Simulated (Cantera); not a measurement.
# TiO2 + CO + H2 (carbothermic reduction)

Charge: 1 mol TiO2, 6.2 mol CO, 16 mol H2, at 0.000380 bar.

Cantera equilibrium calculation (NASA polynomials, part measured and part estimated; ideal gas, pure solids and liquids). Candidate condensed phases: C, C6H6, C7H8, C8H18, H2O, Ti, TiC, TiO, TiO2, Ti2O3, Ti3O5, Ti4O7; 113 gas species. Mutual solubility and eutectic melting of coexisting phases are not modelled. Condensed phases not in the tables: Magnéli phases beyond Ti4O7. Rates play no part.

```json
[
 {"T (°C)": "1125", "log p H2": "-3.57", "log p H": "-7.11", "log p CO": "-3.98", "log p TiO": "-14.52", "log p TiO2": "-13.57", "log p H2O": "-5.71", "log p O": "-14.54", "n TiO2(rutile)": "0.460", "n Ti4O7(s)": "0.135", "n Ti3O5(s)": "0", "n Ti3O5(l)": "0"},
 {"T (°C)": "1225", "log p H2": "-3.57", "log p H": "-6.55", "log p CO": "-3.98", "log p TiO": "-13.00", "log p TiO2": "-12.04", "log p H2O": "-5.43", "log p O": "-13.00", "n TiO2(rutile)": "0", "n Ti4O7(s)": "0.250", "n Ti3O5(s)": "0", "n Ti3O5(l)": "0"},
 {"T (°C)": "1325", "log p H2": "-3.57", "log p H": "-6.06", "log p CO": "-3.98", "log p TiO": "-11.50", "log p TiO2": "-10.77", "log p H2O": "-5.42", "log p O": "-11.89", "n TiO2(rutile)": "0", "n Ti4O7(s)": "0.250", "n Ti3O5(s)": "0", "n Ti3O5(l)": "0"},
 {"T (°C)": "1425", "log p H2": "-3.57", "log p H": "-5.63", "log p CO": "-3.98", "log p TiO": "-10.28", "log p TiO2": "-9.62", "log p H2O": "-5.29", "log p O": "-10.78", "n TiO2(rutile)": "0", "n Ti4O7(s)": "0", "n Ti3O5(s)": "0.333", "n Ti3O5(l)": "0"},
 {"T (°C)": "1525", "log p H2": "-3.58", "log p H": "-5.24", "log p CO": "-3.98", "log p TiO": "-9.13", "log p TiO2": "-8.66", "log p H2O": "-5.29", "log p O": "-9.91", "n TiO2(rutile)": "0", "n Ti4O7(s)": "0", "n Ti3O5(s)": "0.333", "n Ti3O5(l)": "0"},
 {"T (°C)": "1625", "log p H2": "-3.59", "log p H": "-4.90", "log p CO": "-3.98", "log p TiO": "-8.12", "log p TiO2": "-7.80", "log p H2O": "-5.29", "log p O": "-9.13", "n TiO2(rutile)": "0", "n Ti4O7(s)": "0", "n Ti3O5(s)": "0.333", "n Ti3O5(l)": "0"},
 {"T (°C)": "1725", "log p H2": "-3.61", "log p H": "-4.60", "log p CO": "-3.99", "log p TiO": "-7.21", "log p TiO2": "-7.03", "log p H2O": "-5.30", "log p O": "-8.42", "n TiO2(rutile)": "0", "n Ti4O7(s)": "0", "n Ti3O5(s)": "0.330", "n Ti3O5(l)": "0"},
 {"T (°C)": "1825", "log p H2": "-3.64", "log p H": "-4.33", "log p CO": "-4.00", "log p TiO": "-6.43", "log p TiO2": "-6.37", "log p H2O": "-5.31", "log p O": "-7.77", "n TiO2(rutile)": "0", "n Ti4O7(s)": "0", "n Ti3O5(s)": "0", "n Ti3O5(l)": "0.317"},
 {"T (°C)": "1925", "log p H2": "-3.70", "log p H": "-4.10", "log p CO": "-4.03", "log p TiO": "-5.79", "log p TiO2": "-5.79", "log p H2O": "-5.32", "log p O": "-7.14", "n TiO2(rutile)": "0", "n Ti4O7(s)": "0", "n Ti3O5(s)": "0", "n Ti3O5(l)": "0.262"},
 {"T (°C)": "2025", "log p H2": "-3.80", "log p H": "-3.92", "log p CO": "-4.07", "log p TiO": "-5.26", "log p TiO2": "-5.25", "log p H2O": "-5.30", "log p O": "-6.49", "n TiO2(rutile)": "0", "n Ti4O7(s)": "0", "n Ti3O5(s)": "0", "n Ti3O5(l)": "0.0639"},
 {"T (°C)": "2125", "log p H2": "-3.94", "log p H": "-3.77", "log p CO": "-4.11", "log p TiO": "-5.17", "log p TiO2": "-5.22", "log p H2O": "-5.39", "log p O": "-5.97", "n TiO2(rutile)": "0", "n Ti4O7(s)": "0", "n Ti3O5(s)": "0", "n Ti3O5(l)": "0"},
 {"T (°C)": "2225", "log p H2": "-4.13", "log p H": "-3.67", "log p CO": "-4.15", "log p TiO": "-5.16", "log p TiO2": "-5.34", "log p H2O": "-5.62", "log p O": "-5.56", "n TiO2(rutile)": "0", "n Ti4O7(s)": "0", "n Ti3O5(s)": "0", "n Ti3O5(l)": "0"},
 {"T (°C)": "2325", "log p H2": "-4.36", "log p H": "-3.60", "log p CO": "-4.18", "log p TiO": "-5.12", "log p TiO2": "-5.53", "log p H2O": "-5.99", "log p O": "-5.29", "n TiO2(rutile)": "0", "n Ti4O7(s)": "0", "n Ti3O5(s)": "0", "n Ti3O5(l)": "0"}
]
```
log p: log10 of the partial pressure in bar; n: condensed amount in mol.

At 1125 °C the condensed part is TiO2(rutile) + Ti4O7(s). From 1225 °C to 1325 °C the condensed part is Ti4O7(s). From 1425 °C to 1725 °C the condensed part is Ti3O5(s). From 1825 °C to 2025 °C the condensed part is Ti3O5(l). From 2125 °C to 2325 °C nothing is condensed.
